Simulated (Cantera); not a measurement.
Input: 1 mol PbO, 1.8 mol C, 0.096 mol CO, held at 1 atm.

These are equilibrium values from Cantera (NASA tables, ideal gas, pure condensed phases), not measurements of a reactor. Candidate condensed phases: C, Pb, PbO, PbO2, Pb3O4; 15 gas species. The numbers say what is thermodynamically allowed, not how fast it happens.

Over these rows the condensed part is C(graphite) + Pb(l). Partial pressures as log10 of bar:

```
T (K)  1000/T (1/K)  log p CO2  log p CO  log p Pb
-----  ------------  ---------  --------  --------
1273         0.7855      -2.14      0.00     -2.74
1373         0.7283      -2.64      0.00     -2.19
1473         0.6789      -3.08      0.00     -1.73
1573         0.6357      -3.48     -0.02     -1.32
1673         0.5977      -3.86     -0.04     -0.96
1773         0.5640          ?     -0.10     -0.65
```

Problem. Fit log p(CO2) = a + b·(1000/T) to the five rows, give the apparent enthalpy, and predict the row at 1773 K.

Solution. Means: 1000/T = 0.6852, log p = -3.040. Sxy = 0.201292, Sxx = 0.0220639, so b = 9.12 and a = -3.040 − (9.12)×0.6852 = -9.29.
Apparent enthalpy: −19.145 × (9.12) = -175 kJ/mol. With the condensed phases at unit activity, 2 CO(g) = CO2(g) + C(graphite) links this pressure to the main gases: over the six rows their terms move log p by -0.20 in all, so the slope isn't that reaction's ΔH° alone. The five rows lie within 0.02 of the line.
Prediction at 1773 K: -9.29 + (9.12)×0.5640 = -4.15. The computed value is -4.26, 0.11 from the line.
